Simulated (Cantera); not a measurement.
**Equilibrium for carbothermic reduction: Fe₂O₃ + CH₄ + H₂**

Feed: 1 mol Fe₂O₃, 2.5 mol CH₄, 1.3 mol H₂, equilibrated at 0.0740 bar.

Cantera equilibrium calculation (NASA polynomials, part measured and part estimated; ideal gas, pure solids and liquids). Candidate condensed phases: C, C₆H₆, C₇H₈, C₈H₁₈, Fe, Fe(CO)₅, FeO, Fe(OH)₂, Fe(OH)₃, Fe₂O₃, Fe₃O₄, H₂O; 114 gas species. The numbers say what is thermodynamically allowed, not how fast it happens.

| T (K) | x H₂ | x CO | x H₂O | x CO₂ | x H | x Fe | x CH₄ | x OH | n Fe(α) | n Fe(γ) | n Fe(δ) |
|---|---|---|---|---|---|---|---|---|---|---|---|
| 1150 | 0.673 | 0.270 | 0.0425 | 0.0143 | 2.25e-7 | 1.16e-10 | 1.16e-5 | 8.59e-11 | 2.00 | 0 | 0 |
| 1200 | 0.672 | 0.271 | 0.0439 | 0.0129 | 5.95e-7 | 6.71e-10 | 4.21e-6 | 3.10e-10 | 0 | 2.00 | 0 |
| 1250 | 0.671 | 0.272 | 0.0451 | 0.0117 | 1.46e-6 | 3.35e-9 | 1.65e-6 | 1.01e-9 | 0 | 2.00 | 0 |
| 1300 | 0.670 | 0.273 | 0.0461 | 0.0107 | 3.33e-6 | 1.48e-8 | 6.99e-7 | 2.99e-9 | 0 | 2.00 | 0 |
| 1350 | 0.669 | 0.274 | 0.0470 | 0.00981 | 7.17e-6 | 5.81e-8 | 3.16e-7 | 8.18e-9 | 0 | 2.00 | 0 |
| 1400 | 0.668 | 0.275 | 0.0478 | 0.00906 | 1.46e-5 | 2.07e-7 | 1.51e-7 | 2.08e-8 | 0 | 2.00 | 0 |
| 1450 | 0.667 | 0.276 | 0.0484 | 0.00841 | 2.84e-5 | 6.74e-7 | 7.64e-8 | 4.94e-8 | 0 | 2.00 | 0 |
| 1500 | 0.667 | 0.276 | 0.0490 | 0.00784 | 5.28e-5 | 2.03e-6 | 4.04e-8 | 1.11e-7 | 0 | 2.00 | 0 |
| 1550 | 0.666 | 0.277 | 0.0495 | 0.00735 | 9.45e-5 | 5.66e-6 | 2.23e-8 | 2.36e-7 | 0 | 2.00 | 0 |
| 1600 | 0.666 | 0.277 | 0.0499 | 0.00691 | 0.000163 | 1.48e-5 | 1.28e-8 | 4.79e-7 | 0 | 2.00 | 0 |
| 1650 | 0.665 | 0.278 | 0.0503 | 0.00653 | 0.000272 | 3.65e-5 | 7.61e-9 | 9.30e-7 | 0 | 2.00 | 0 |
| 1700 | 0.665 | 0.278 | 0.0506 | 0.00619 | 0.000442 | 8.50e-5 | 4.67e-9 | 1.74e-6 | 0 | 0 | 2.00 |
| 1750 | 0.664 | 0.278 | 0.0509 | 0.00588 | 0.000697 | 0.000188 | 2.95e-9 | 3.13e-6 | 0 | 0 | 2.00 |
x: gas mole fraction; n: condensed amount in mol.

At 1150 K the condensed part is Fe(α). From 1200 K to 1650 K the condensed part is Fe(γ). From 1700 K to 1750 K the condensed part is Fe(δ).
